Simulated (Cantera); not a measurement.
An isothermal, constant-pressure homogeneous reactor starts with H2 : O2 = 0.011 : 0.15 (molar parts), equivalence ratio 0.037, at 1450 K and 440 Pa.

Model: the H2/O2 subset of GRI-Mech 3.0, which has no nitrogen chemistry, integrated in Cantera. Radical loss at walls, strong at low pressure, is not modelled. The temperature is held fixed by assumption; the heat of reaction is taken as removed at once.

x: mole fraction; the columns are a selection and need not sum to one.

```
t (s)         x H2   x O2    x H2O2     x H2O       x O       x H      x OH
--------  --------  -----  --------  --------  --------  --------  --------
2.00e-5     0.0683  0.932  2.19e-12  2.06e-10   3.09e-9   1.63e-8   3.04e-9
5.49e-5     0.0683  0.932  1.64e-11   3.57e-9   1.92e-8   3.70e-8   1.85e-8
0.000151    0.0683  0.932  1.21e-10   5.45e-8   1.08e-7   9.05e-8   9.92e-8
0.000413    0.0683  0.932  8.70e-10         ?         ?         ?         ?
0.00113     0.0682  0.932   5.69e-9   8.00e-5   5.39e-5   2.72e-5   4.61e-5
0.00311    0.00417  0.879   2.87e-8    0.0530    0.0418    0.0111    0.0112
0.00854    0.00150  0.875   2.00e-8    0.0579    0.0478   0.00930   0.00865
0.0234     0.00147  0.876   1.99e-8    0.0582    0.0467   0.00899   0.00857
0.0643     0.00139  0.879   1.98e-8    0.0589    0.0438         ?   0.00835
0.176      0.00119  0.887   1.92e-8    0.0606    0.0369   0.00638   0.00778
0.484     0.000806  0.901   1.73e-8    0.0638    0.0241   0.00339   0.00644
1.33      0.000333  0.918   1.25e-8    0.0674   0.00960  0.000861   0.00418
3.64       7.85e-5  0.926   6.37e-9    0.0695   0.00221   9.59e-5   0.00204
10.0       1.44e-5  0.928   2.50e-9    0.0703  0.000403   7.46e-6  0.000874
```

Question: Some entries are withheld; supply them.

Answer: 
- 0.000413, x H2O: 9.51e-7
- 0.000413, x O: 8.71e-7
- 0.000413, x H: 4.78e-7
- 0.000413, x OH: 7.56e-7
- 0.0643, x H: 0.00819
